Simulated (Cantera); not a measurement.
A Cantera script and what it prints.

```python
import numpy as np
import cantera as ct

gas_names = [...]  # 113 gases of nasa_gas.yaml made of C, Cu, H, O
cond_names = """
    C(gr) C6H6(L) C7H8(L) C8H18(L),n-octa Cu(cr) Cu(L) CuO(s) CuO2H2(s) Cu2O(s) Cu2O(L) H2O(s) H2O(L)
""".split()


# ... load() reads the species with a 1 bar reference pressure and builds the phases ...
atoms = {
    'CuO': {'Cu': 1, 'O': 1},
    'C': {'C': 1},
    'CO': {'C': 1, 'O': 1},
    'CH4': {'C': 1, 'H': 4},
}
top_T = {'C(gr)': 4500, 'CuO(s)': 1390}  # K; cautious upper limits of use, not melting points


# ... equilibrate(T, P, feed) seeds the gas with the atoms and calls Mixture.equilibrate('TP', solver="vcs", rtol=1e-11, max_steps=5000) ...
results = []
feed = {'CuO': 1, 'C': 3.3, 'CO': 0.92, 'CH4': 4}  # mol
T = 948.15  # K
P = 350000  # Pa
mix = equilibrate(T, P, feed)
results.append((T, P, feed, dict(zip(mix.species_names, mix.species_moles))))
x = sorted(zip(gas.X, gas.species_names), reverse=True)
print(f"T = {T:g} K  P = {P:g} Pa  gas = {mix.phase_moles(0):.4g} mol")
print("   x: " + "  ".join(f"{s} {v:.3e}" for v, s in x if v > 1e-06))
print("   condensed (mol): " + ("  ".join(f"{mix.phase(i).name} {mix.phase_moles(i):.4g}"
      for i in range(1, mix.n_phases) if mix.phase_moles(i) > 1e-12) or "none"))
```

It prints:

```
T = 948.15 K  P = 350000 Pa  gas = 7.297 mol
   x: H2 5.710e-01  CH4 1.955e-01  H2O 1.343e-01  CO 6.960e-02  CO2 2.959e-02  C2H6 7.306e-06
   condensed (mol): C(gr) 6.07  Cu(cr) 1
```

Equilibrium computed with Cantera from the NASA thermochemical tables; the gas is ideal and each condensed phase is pure.
